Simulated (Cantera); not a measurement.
## Fe₃O₄ + CH₄ + H₂ (carbothermic reduction)

Feed: 1 mol Fe₃O₄, a varied amount of CH₄, 0.25 mol H₂, held at 702 °C and 0.000290 bar.

Equilibrium computed with Cantera from the NASA thermochemical tables; the gas is ideal and each condensed phase is pure. Candidate condensed phases: C, C₆H₆, C₇H₈, C₈H₁₈, Fe, Fe(CO)₅, FeO, Fe(OH)₂, Fe(OH)₃, Fe₂O₃, Fe₃O₄, H₂O; 114 gas species. The tables' stoichiometric FeO is somewhat more stable than real wüstite, so its field is too wide. FeO: taken at fixed stoichiometry. Condensed phases not in the tables: cementite and carbon dissolved in iron. The numbers say what is thermodynamically allowed, not how fast it happens.

| n(CH₄) (mol) | log p H₂ | log p CO | log p H₂O | log p CO₂ | log p CH₄ | log p H | log p Fe(OH)₂ | n FeO(s) | n Fe(α) | n C(graphite) |
|---|---|---|---|---|---|---|---|---|---|---|
| 0.5 | -3.81 | -4.27 | -4.27 | -4.53 | -12.56 | -10.85 | -12.46 | 3.00 | 0 | 0 |
| 1.1 | -3.77 | -4.15 | -4.54 | -4.72 | -12.03 | -10.82 | -12.73 | 2.32 | 0.684 | 0 |
| 1.6 | -3.77 | -4.14 | -4.55 | -4.71 | -12.03 | -10.83 | -12.74 | 1.57 | 1.43 | 0 |
| 2.2 | -3.77 | -4.13 | -4.55 | -4.71 | -12.03 | -10.83 | -12.74 | 0.668 | 2.33 | 0 |
| 2.7 | -3.77 | -4.12 | -4.58 | -4.73 | -11.98 | -10.83 | -12.80 | 0 | 3.00 | 0 |
| 3.3 | -3.73 | -4.07 | -4.94 | -5.07 | -11.45 | -10.81 | -13.56 | 0 | 3.00 | 0 |
| 3.8 | -3.72 | -4.03 | -5.55 | -5.67 | -10.75 | -10.80 | -14.80 | 0 | 3.00 | 0 |
| 4.4 | -3.70 | -4.05 | -7.97 | -8.12 | -8.29 | -10.79 | <-15 | 0 | 3.00 | 0.401 |
| 4.9 | -3.68 | -4.08 | -7.99 | -8.18 | -8.27 | -10.78 | <-15 | 0 | 3.00 | 0.901 |
| 5.5 | -3.67 | -4.12 | -8.01 | -8.26 | -8.24 | -10.78 | <-15 | 0 | 3.00 | 1.50 |
log p: log10 of the partial pressure in bar; n: condensed amount in mol.

At 0.5 mol CH₄ the condensed part is FeO(s). From 1.1 mol CH₄ to 2.2 mol CH₄ the condensed part is Fe(α) + FeO(s). From 2.7 mol CH₄ to 3.8 mol CH₄ the condensed part is Fe(α). From 4.4 mol CH₄ to 5.5 mol CH₄ the condensed part is C(graphite) + Fe(α).
